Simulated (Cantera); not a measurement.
What does this Cantera script print?

```python
import numpy as np
import cantera as ct

gas_names = """
    H HNO HNO2 HNO3 HO2 H2 H2O H2O2 N NH NH2 NH3 NH2OH NO NO2 NO3 N2 N2H2 N2H4 N2O O OH O2 O3 Si SiH
    SiH2 SiH3 SiH4 SiN SiO SiO2 Si2 Si2N Si3
""".split()
cond_names = """
    H2O(s) H2O(L) Si(cr) Si(L) SiO2(Lqz) SiO2(hqz) SiO2(L) Si2N2O(s) Si3N4(a)
""".split()


# ... load() reads the species with a 1 bar reference pressure and builds the phases ...
atoms = {
    'Si3N4': {'Si': 3, 'N': 4},
    'O2': {'O': 2},
    'H2': {'H': 2},
}
top_T = {'Si2N2O(s)': 2100, 'Si3N4(a)': 2400}  # K; cautious upper limits of use, not melting points


# ... equilibrate(T, P, feed) seeds the gas with the atoms and calls Mixture.equilibrate('TP', solver="vcs", rtol=1e-11, max_steps=5000) ...
results = []
feed = {'Si3N4': 1, 'O2': 0.07, 'H2': 7.8}  # mol
P = 130  # Pa
for T in [1600, 1625, 1650, 1675, 1700, 1725, 1750, 1775, 1800, 1825]:
    mix = equilibrate(T, P, feed)
    results.append((T, P, feed, dict(zip(mix.species_names, mix.species_moles))))

top = {s: max(r[3][s] / sum(r[3][g] for g in gas_names) for r in results) for s in gas_names}
cols = sorted((s for s in top if top[s] > 1e-05), key=lambda s: -top[s])[:9]
seen = [c for c in cond_names if any(r[3].get(c, 0) > 1e-12 for r in results)]
print("log10 of partial pressures in bar; condensed amounts in mol")
print(f"{'T/K':>10s}" + "".join(f"{s[:9]:>10s}" for s in cols + seen))
for T, P, feed, n in results:
    ng = sum(n[g] for g in gas_names)
    print(f"{T:10.4g}" + "".join(f"{np.log10(max(n[s] / ng * P / 1e5, 1e-99)):10.3f}" for s in cols)
          + "".join(f"{n.get(c, 0):10.4g}" for c in seen))
```

It prints:

```
log10 of partial pressures in bar; condensed amounts in mol
       T/K        H2        N2       SiO         H        Si       SiH      Si2N      SiH2       SiN    Si(cr)     Si(L) Si2N2O(s)
      1600    -2.986    -3.591    -5.007    -5.758    -7.011    -8.166    -8.647    -8.287    -8.871     2.793         0   0.06578
      1625    -2.992    -3.583    -4.738    -5.648    -6.788    -7.985    -8.449    -8.172    -8.684     2.859         0         0
      1650    -2.993    -3.583    -4.738    -5.538    -6.572    -7.807    -8.261    -8.055    -8.507     2.858         0         0
      1675    -2.993    -3.583    -4.738    -5.432    -6.363    -7.634    -8.079    -7.942    -8.335     2.856         0         0
      1700    -2.993    -3.583    -4.738    -5.328    -6.168    -7.476    -7.921    -7.841    -8.178         0     2.854         0
      1725    -2.994    -3.584    -4.739    -5.228    -5.993    -7.335    -7.795    -7.757    -8.039         0     2.851         0
      1750    -2.995    -3.584    -4.739    -5.131    -5.824    -7.199    -7.673    -7.676    -7.903         0     2.847         0
      1775    -2.996    -3.585    -4.740    -5.036    -5.659    -7.067    -7.554    -7.597    -7.772         0     2.841         0
      1800    -2.997    -3.585    -4.740    -4.944    -5.498    -6.939    -7.438    -7.521    -7.645         0     2.833         0
      1825    -2.998    -3.586    -4.741    -4.855    -5.342    -6.815    -7.326    -7.447    -7.521         0     2.822         0
```

Cantera equilibrium calculation (NASA polynomials, part measured and part estimated; ideal gas, pure solids and liquids). Mutual solubility and eutectic melting of coexisting phases are not modelled. The tables' values for SiN are old estimates; treat these amounts as uncertain. Gases not in the tables: Si2H6 and higher silanes.
